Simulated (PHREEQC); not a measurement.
KOH is added in steps, without added water, to 1 kg of water holding 0.0014 mol LiF, 8.9e-05 mol KNO3 and 0.0014 mol Ca(OH)2, at 25 °C. Oxygen alone is held at its pressure in air (log pO2 = -0.68). CO2 from the air is kept out. Solids allowed: Fluorite. Others were left out.

Base run: PHREEQC, ion-association model, phreeqc.dat. Each further column changes one thing. The table gives pH.

```json
[
 {"KOH added (mol)": "0", "base": "11.41", "temperature from 25 to 40 °C": "10.95", "temperature from 25 to 65 °C": "10.31"},
 {"KOH added (mol)": "8.875e-05", "base": "11.42", "temperature from 25 to 40 °C": "10.96", "temperature from 25 to 65 °C": "10.33"},
 {"KOH added (mol)": "0.0002219", "base": "11.44", "temperature from 25 to 40 °C": "10.98", "temperature from 25 to 65 °C": "10.35"},
 {"KOH added (mol)": "0.0003106", "base": "11.45", "temperature from 25 to 40 °C": "10.99", "temperature from 25 to 65 °C": "10.36"},
 {"KOH added (mol)": "0.0003994", "base": "11.46", "temperature from 25 to 40 °C": "11.00", "temperature from 25 to 65 °C": "10.37"},
 {"KOH added (mol)": "0.0004881", "base": "11.48", "temperature from 25 to 40 °C": "11.02", "temperature from 25 to 65 °C": "10.38"},
 {"KOH added (mol)": "0.0006212", "base": "11.49", "temperature from 25 to 40 °C": "11.03", "temperature from 25 to 65 °C": "10.40"},
 {"KOH added (mol)": "0.00071", "base": "11.50", "temperature from 25 to 40 °C": "11.04", "temperature from 25 to 65 °C": "10.41"}
]
```

 At this temperature some constants are extrapolated from 25 °C, and those without enthalpy data are left unchanged.
